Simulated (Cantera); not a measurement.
Charge: 1 mol borazine, 15 mol N2, held at 1.00 Torr.

Method: chemical equilibrium by Gibbs-energy minimisation in Cantera with the NASA 1993 tables (ideal gas, pure condensed phases). Candidate condensed phases: B, BN; 15 gas species. The feed counts by its element totals alone. Kinetics and transport are ignored. All values below are at 1698 K.

Base state: N2 0.833, H2 0.166, H 0.00161 (mole fractions); condensed: BN(s).

Problem. What changes in the equilibrium state with this change: pressure from 1.00 Torr to 7.50 Torr?

Solution. 
```json
[
 {"species": "N2", "before": "0.833", "after": "0.833"},
 {"species": "H2", "before": "0.166", "after": "0.166"},
 {"species": "H", "before": "0.00161", "after": "0.000590"},
 {"species": "BN(s), mol", "before": "3.00", "after": "3.00"}
]
```
